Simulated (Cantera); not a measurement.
Input: 1 mol PbO, 0.15 mol O2, 0.29 mol H2, equilibrated at 133 Pa.

Equilibrium computed with Cantera from the NASA thermochemical tables; the gas is ideal and each condensed phase is pure. Candidate condensed phases: H2O, Pb, PbO, PbO2, Pb3O4; 12 gas species. Gases not in the tables: (PbO)n polymers. Rates play no part.

### Question
Which condensed phases are stable at each of these points (T (°C)): 777, 852, 927, 1002, 1077, 1152, 1227?

### Answer
```
T (°C)  condensed phases  Pb condensed (%)
------  ----------------  ----------------
777          PbO(yellow)             100.0
852          PbO(yellow)              99.7
927               PbO(l)              98.3
1002              PbO(l)              90.1
1077            gas only               0.0
1152            gas only               0.0
1227            gas only               0.0
```

From 777 °C to 852 °C the condensed part is PbO(yellow). From 927 °C to 1002 °C the condensed part is PbO(l). From 1077 °C to 1227 °C nothing is condensed.
